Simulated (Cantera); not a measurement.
Feed: 1 mol Si₃N₄, 1.6 mol N₂O, 5.7 mol N₂, 1.9 mol H₂O, at 0.170 Pa.

These are equilibrium values from Cantera (NASA tables, ideal gas, pure condensed phases), not measurements of a reactor. Candidate condensed phases: H₂O, Si, SiO₂, Si₂N₂O, Si₃N₄; 35 gas species. The tables hold silica as quartz up to 1696 K and as liquid above; real silica turns to tridymite and cristobalite and melts near 1996 K. Equilibrium is a limit: real reactors are often held back by kinetics, nucleation or transport.

What share of the Si ends up in condensed phases as a function of T (°C), at 1050, 1100, 1150, 1200, 1250, 1300, 1350?


```json
[
 {"T (°C)": "1050", "Si condensed (%)": "16.7", "as": "SiO₂(β-quartz)"},
 {"T (°C)": "1100", "Si condensed (%)": "16.7", "as": "SiO₂(β-quartz)"},
 {"T (°C)": "1150", "Si condensed (%)": "16.6", "as": "SiO₂(β-quartz)"},
 {"T (°C)": "1200", "Si condensed (%)": "16.5", "as": "SiO₂(β-quartz)"},
 {"T (°C)": "1250", "Si condensed (%)": "16.0", "as": "SiO₂(β-quartz)"},
 {"T (°C)": "1300", "Si condensed (%)": "14.3", "as": "SiO₂(β-quartz)"},
 {"T (°C)": "1350", "Si condensed (%)": "9.4", "as": "SiO₂(β-quartz)"}
]
```
